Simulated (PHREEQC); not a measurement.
Make-up at 15 °C: 0.013 mol Na2S and 5.5e-05 mol NaCl per kg of water. Closed to the air; pH follows from the charge balance.

All values are PHREEQC results (ion-association model, wateq4f.dat), not measurements.

```tsv
quantity	before	after
pH	12.31	7.17
ionic strength (mol/kgw)	0.0281	5.51e-5
```

Problem. What was changed between the two runs?
A. Na2S from 0.013 to 0.065 mol/kgw
B. Na2S left out
C. NaCl from 5.5e-05 to 2.75e-05 mol/kgw
D. NaCl left out
E. Na2S replaced by NaAlO2 at the same molality

Solution. B, Na2S left out

No solid was allowed to form. With this much S-2 the pH rests on the database's HS-/S-2 constant; if that pK is higher, the solution is more alkaline. The database's pK near 12.9 for HS-/S-2 is now thought far too low, so its S-2 is overstated.
